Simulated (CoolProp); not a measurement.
Computed with CoolProp (reference Helmholtz-energy equation of state, McLinden 2020).

Problem. For R1336mzz(Z), give the phase and the isothermal compressibility (1/MPa), fugacity coefficient at 341.8 K and 0.972 MPa; 439.3 K and 0.972 MPa.

Solution. 
- 341.8 K and 0.972 MPa: liquid; isothermal compressibility 0.00472, fugacity coefficient 0.300
- 439.3 K and 0.972 MPa: gas; isothermal compressibility 1.21, fugacity coefficient 0.878
